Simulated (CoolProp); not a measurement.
A simple Rankine cycle with water: condensing at 324.15 K, boiler at 11.8 MPa, turbine inlet 598.2 K, turbine efficiency 0.9, pump efficiency 0.6, no recuperator. Each further row changes one setting.

Values from CoolProp's reference Helmholtz-energy equation of state, Wagner 2002.

```csv
case,thermal efficiency (%),net work (kJ/kg),heat in (kJ/kg),turbine exit temperature (K),volume ratio over the turbine
as stated,33.1,817,2470,324.2,(withheld)
turbine inlet 618.2 K,33.5,871,2600,324.2,485
condensing temperature 316.15 K,(withheld),(withheld),2500,316.2,(withheld)
boiler pressure 8.26 MPa,32.5,865,(withheld),324.2,(withheld)
turbine efficiency 0.8,29.3,(withheld),2470,324.2,(withheld)
```

Task: What belongs in the gaps?

Result: 
- as stated, volume ratio over the turbine: 538
- condensing temperature 316.15 K, thermal efficiency (%): 34.0
- condensing temperature 316.15 K, net work (kJ/kg): 852
- condensing temperature 316.15 K, volume ratio over the turbine: 780
- boiler pressure 8.26 MPa, heat in (kJ/kg): 2660
- boiler pressure 8.26 MPa, volume ratio over the turbine: 330
- turbine efficiency 0.8, net work (kJ/kg): 724
- turbine efficiency 0.8, volume ratio over the turbine: 568

The expansion ends wet for: as stated; turbine inlet 618.2 K; condensing temperature 316.15 K; boiler pressure 8.26 MPa; turbine efficiency 0.8.
